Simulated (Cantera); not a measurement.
An isothermal, constant-pressure homogeneous reactor starts with 8.98 % NO, 89.8 % N2, 1.17 % H2O, at 2075 K and 0.0267 bar.

Cantera simulation using GRI-Mech 3.0 (53 species, 325 reactions); the numbers are that mechanism's predictions, not measurements. Radical loss at walls, strong at low pressure, is not modelled.

x: mole fraction; the columns are a selection and need not sum to one.

| t (s) | x NO | x N2O | x N2 | x O | x O2 | x NO2 |
|---|---|---|---|---|---|---|
| 6.00e-5 | 0.0898 | … | 0.898 | 2.43e-8 | 3.83e-12 | 2.68e-11 |
| 0.000163 | 0.0898 | … | 0.898 | 6.15e-8 | 2.74e-11 | 2.11e-10 |
| 0.000445 | 0.0898 | … | 0.898 | 1.40e-7 | 1.88e-10 | 1.80e-9 |
| 0.00121 | 0.0898 | … | 0.898 | 2.53e-7 | 1.22e-9 | 1.57e-8 |
| 0.00330 | 0.0898 | … | 0.898 | 3.87e-7 | 8.42e-9 | 1.10e-7 |
| 0.00899 | 0.0898 | … | 0.898 | 8.35e-7 | 9.28e-8 | 5.36e-7 |
| 0.0245 | 0.0898 | 3.48e-6 | 0.898 | 4.26e-6 | 3.06e-6 | 2.21e-6 |
| 0.0667 | 0.0898 | 3.29e-6 | 0.898 | 1.72e-5 | 9.99e-5 | 3.25e-6 |
| 0.182 | 0.0893 | … | 0.898 | 6.41e-5 | 0.000449 | 2.24e-6 |
| 0.495 | 0.0864 | … | 0.899 | 0.000284 | 0.00181 | 2.15e-6 |
| 1.35 | 0.0759 | … | 0.905 | 0.000596 | 0.00668 | 3.34e-6 |
| 3.67 | 0.0523 | … | 0.916 | 0.000968 | 0.0181 | 3.82e-6 |
| 10.0 | 0.0190 | … | 0.933 | 0.00133 | 0.0345 | 1.92e-6 |

Complete the blanks.


- 6.00e-5, x N2O: 2.53e-8
- 0.000163, x N2O: 6.84e-8
- 0.000445, x N2O: 1.83e-7
- 0.00121, x N2O: 4.79e-7
- 0.00330, x N2O: 1.16e-6
- 0.00899, x N2O: 2.39e-6
- 0.182, x N2O: 2.13e-6
- 0.495, x N2O: 1.24e-6
- 1.35, x N2O: 1.01e-6
- 3.67, x N2O: 5.55e-7
- 10.0, x N2O: 1.18e-7
